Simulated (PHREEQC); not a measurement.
## Sulfide liquor (model solution)

A solution holds 0.0017 mol/kgw Na2S and 5.7e-05 mol/kgw MnCl2, at 20 °C. Closed to the air; pH follows from the charge balance.

The numbers come from PHREEQC with the ion-association model, wateq4f.dat.

```json
{
 "pH": "11.35",
 "ionic_strength": "0.00352 mol/kgw",
 "total_alkalinity": "3.40 meq/kg"
}
```

```tsv
species	molality	activity	log γ
Na+	0.00340	0.00319	-0.028
HS-	0.00166	0.00156	-0.028
OH-	0.00161	0.00151	-0.028
Cl-	0.000114	0.000107	-0.028
MnOH+	4.18e-5	3.92e-5	-0.027
S-2	3.81e-5	2.96e-5	-0.109
Mn+2	1.33e-5	1.04e-5	-0.107
Mn(OH)3-	1.94e-6	1.82e-6	-0.027
H2S	7.14e-8	7.15e-8	0.000
MnCl+	4.81e-9	4.51e-9	-0.027
```

This is a speciation only: nothing precipitates in the calculation. Saturation is exceeded, for instance for Pyrochroite; the values hold only as long as no solid forms. The polysulfide entries of wateq4f.dat were taken out for this run.
